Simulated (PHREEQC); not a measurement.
Consider water at 25 °C with 0.14 mol/kgw NH3, 0.026 mol/kgw K2SO4 and 0.0077 mol/kgw KH2PO4. Closed to the air; pH follows from the charge balance.

Equilibrium calculation in PHREEQC: ion-association model, phreeqc.dat.

Each row changes one thing in this solution. No solid was allowed to form.

| case | pH | ionic strength (mol/kgw) | K+ (mol/kgw) | HPO4-2 (mol/kgw) | PO4-3 (mol/kgw) | KHPO4- (mol/kgw) |
|---|---|---|---|---|---|---|
| as made | 10.60 | 0.0945 | 0.0562 | 0.00693 | 0.000482 | 0.000283 |
| K2SO4 from 0.026 to 0.0234 mol/kgw | 10.59 | 0.0877 | 0.0515 | 0.00697 | 0.000461 | 0.000267 |
| NH3 from 0.14 to 0.126 mol/kgw | 10.56 | [?] | 0.0562 | 0.00698 | 0.000438 | 0.000284 |
| KH2PO4 from 0.0077 to 0.00847 mol/kgw | 10.56 | 0.0966 | 0.0570 | 0.00766 | 0.000495 | 0.000314 |
| K2SO4 left out | 10.52 | 0.0241 | 0.00764 | 0.00740 | 0.000239 | 6.10e-5 |
| 0.068 mol/kgw KCl added | [?] | 0.159 | 0.122 | 0.00659 | 0.000625 | 0.000485 |
| temperature from 25 to 35 °C | 10.31 | 0.0932 | 0.0558 | 0.00710 | 0.000313 | 0.000284 |
| temperature from 25 to 10 °C | 11.07 | 0.0970 | 0.0569 | 0.00648 | 0.000945 | 0.000271 |

Question: Some entries are withheld; supply them.

Answer: 
- NH3 from 0.14 to 0.126 mol/kgw, ionic strength (mol/kgw): 0.0943
- 0.068 mol/kgw KCl added, pH: 10.61

Constants without temperature data keep their 25 °C values here.
